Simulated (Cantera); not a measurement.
A perfectly stirred reactor is fed with 43.5 % CH4, 31.3 % CO2, 25.2 % H2, at 20.0 bar; it is held at 1900 K, and followed from long to short residence time.

Detailed kinetics in Cantera: GRI-Mech 3.0 (53 species, 325 reactions). The pressure lies above the range GRI-Mech 3.0 was tuned for (to about 10 atm).

x: mole fraction; the columns are a selection and need not sum to one.

| τ (s) | x CH4 | x CO2 | x H2 | x CO | x CH3 | x CH2O | x C2H6 |
|---|---|---|---|---|---|---|---|
| 0.40 | 0.0387 | 0.00323 | 0.553 | 0.355 | 0.000186 | 1.75e-6 | 3.10e-5 |
| 0.21 | 0.0415 | 0.00499 | 0.541 | 0.347 | 0.000201 | 1.77e-6 | 3.59e-5 |
| 0.11 | ___ | ___ | 0.526 | 0.335 | ___ | 1.83e-6 | ___ |
| 0.056 | 0.0490 | 0.0107 | 0.505 | 0.320 | 0.000245 | 1.96e-6 | 5.10e-5 |
| 0.029 | 0.0539 | 0.0150 | 0.483 | 0.302 | 0.000274 | 2.20e-6 | 6.17e-5 |
| 0.015 | 0.0600 | 0.0205 | 0.457 | 0.281 | 0.000312 | 2.60e-6 | 7.59e-5 |
| 0.0079 | ___ | ___ | 0.432 | ___ | ___ | ___ | ___ |

Question: Complete the blanks.

Answer: 
- 0.11, x CH4: 0.0449
- 0.11, x CO2: 0.00740
- 0.11, x CH3: 0.000220
- 0.11, x C2H6: 4.23e-5
- 0.0079, x CH4: 0.0682
- 0.0079, x CO2: 0.0280
- 0.0079, x CO: 0.258
- 0.0079, x CH3: 0.000362
- 0.0079, x CH2O: 3.24e-6
- 0.0079, x C2H6: 9.58e-5
